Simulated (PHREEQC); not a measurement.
A made-up water analysis in mg/kgw, 25 °C, pH 7.47:

```json
[
 {"constituent": "Na", "mg/kgw": "2430"},
 {"constituent": "K", "mg/kgw": "127"},
 {"constituent": "Ca", "mg/kgw": "122"},
 {"constituent": "Mg", "mg/kgw": "161"},
 {"constituent": "Cl", "mg/kgw": "3830"},
 {"constituent": "S(6) as SO4", "mg/kgw": "779"},
 {"constituent": "Alkalinity as HCO3", "mg/kgw": "0.0488"}
]
```

Valence states are taken as typed.

All values are PHREEQC results (Pitzer model, pitzer.dat), not measurements.

```tsv
quantity	before	after
HCO3- (mol/kgw)	3.17e-7	7.93e-7
MgOH+ (mol/kgw)	1.13e-7	3.56e-8
CO2 (mol/kgw)	1.90e-8	1.51e-7
HSO4- (mol/kgw)	8.58e-9	2.71e-8
CO3-2 (mol/kgw)	1.33e-9	1.05e-9
MgCO3 (mol/kgw)	6.44e-10	5.10e-10
SI of Gypsum (CaSO4:2H2O)	-1.14	-1.14
SI of Halite (NaCl)	-3.77	-3.77
```

**Question.** Name the change that produced these shifts.
A) S(6) from 779 to 390 mg/kgw
B) Cl from 3830 to 1920 mg/kgw
C) pH from 7.47 to 6.97 at the same alkalinity

**Answer.** C, pH from 7.47 to 6.97 at the same alkalinity

Precipitation was switched off in this run.
